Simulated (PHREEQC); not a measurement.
Solution (20 °C): 0.15 mol Zn(NO3)2 per kg of water. Closed to the air; pH follows from the charge balance.

The numbers come from PHREEQC with the ion-association model, phreeqc.dat.

Q: The ionic strength comes out as 0.450 mol/kgw. What activity coefficients do NO3-, ZnOH+, Zn+2, H+ get?

A: NO3- 0.63, ZnOH+ 0.73, Zn+2 0.23, H+ 0.77.

Precipitation was switched off in this run. Complexes and solids missing from the database can't appear.
